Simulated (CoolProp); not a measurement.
Values from CoolProp's reference Helmholtz-energy equation of state, Akasaka 2020.

Task: For R1123, give the phase and the density (kg/m³), cp (kJ/(kg K)), cv (kJ/(kg K)), isothermal compressibility (1/MPa) at 347.1 K and 140 bar.

Result: 
- 347.1 K and 140 bar: supercritical; density 893, cp 1.65, cv 0.916, isothermal compressibility 0.0168
